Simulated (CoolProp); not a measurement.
Normal hydrogen along the isotherm -217.85 °C: density (kg/m³) from the reference equation and from simpler models built on Tc = -240.0 °C, pc = 12.96 bar, ω = -0.219; each cubic takes its own stable root.

Values from CoolProp's reference Helmholtz-energy equation of state, Leachman 2009.

```json
[
 {"p (bar)": "0.41", "phase": "gas", "reference": "0.1802", "ideal gas": "0.1798", "van der Waals": "0.1802", "Soave-Redlich-Kwong": "0.1803", "Peng-Robinson": "0.1804"},
 {"p (bar)": "0.933", "phase": "gas", "reference": "0.4113", "ideal gas": "0.4091", "van der Waals": "0.4113", "Soave-Redlich-Kwong": "0.4117", "Peng-Robinson": "0.4125"},
 {"p (bar)": "2.12", "phase": "gas", "reference": "0.9410", "ideal gas": "0.9295", "van der Waals": "0.9413", "Soave-Redlich-Kwong": "0.9434", "Peng-Robinson": "0.9472"},
 {"p (bar)": "4.83", "phase": "gas", "reference": "2.179", "ideal gas": "2.118", "van der Waals": "2.180", "Soave-Redlich-Kwong": "2.191", "Peng-Robinson": "2.211"},
 {"p (bar)": "11", "phase": "gas", "reference": "5.150", "ideal gas": "4.823", "van der Waals": "5.156", "Soave-Redlich-Kwong": "5.212", "Peng-Robinson": "5.324"},
 {"p (bar)": "25", "phase": "supercritical", "reference": "12.70", "ideal gas": "10.96", "van der Waals": "12.71", "Soave-Redlich-Kwong": "12.99", "Peng-Robinson": "13.61"},
 {"p (bar)": "57", "phase": "supercritical", "reference": "31.36", "ideal gas": "24.99", "van der Waals": "29.43", "Soave-Redlich-Kwong": "31.58", "Peng-Robinson": "34.12"},
 {"p (bar)": "130", "phase": "supercritical", "reference": "53.80", "ideal gas": "57.00", "van der Waals": "45.10", "Soave-Redlich-Kwong": "53.72", "Peng-Robinson": "58.93"}
]
```
